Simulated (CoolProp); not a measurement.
Vapour pressure (MPa) of normal hydrogen: the reference equation beside estimates from Tc = 33.1 K, pc = 1.296 MPa, ω = -0.219. Clausius-Clapeyron is anchored at 27.9 K with a constant enthalpy of vaporisation of 0.7237 kJ/mol.

The numbers come from the reference Helmholtz-energy equation of state, Leachman 2009 in CoolProp.

| T (K) | reference | Clausius-Clapeyron | Soave-Redlich-Kwong |
|---|---|---|---|
| 25.6 | 0.3635 | 0.4257 | 0.3697 |
| 26.1 | 0.4019 | 0.4544 | 0.4096 |
| 26.7 | 0.4515 | 0.4897 | 0.4610 |
| 27.3 | 0.5053 | 0.5261 | 0.5166 |
| 27.9 | 0.5635 | 0.5635 | 0.5763 |
| 28.4 | 0.6154 | 0.5953 | 0.6295 |
| 29 | 0.6821 | 0.6342 | 0.6973 |
| 29.6 | 0.7537 | 0.6740 | 0.7697 |
| 30.2 | 0.8305 | 0.7146 | 0.8467 |
| 30.7 | 0.8988 | 0.7489 | 0.9146 |
| 31.3 | 0.9860 | 0.7908 | 1.001 |
| 31.9 | 1.079 | 0.8332 | 1.091 |
| 32.5 | 1.180 | 0.8763 | 1.187 |

Absolute difference from the reference over all 13 rows, mean and median: Clausius-Clapeyron 12.5 and 13.1 %, Soave-Redlich-Kwong 1.8 and 2.0 %.
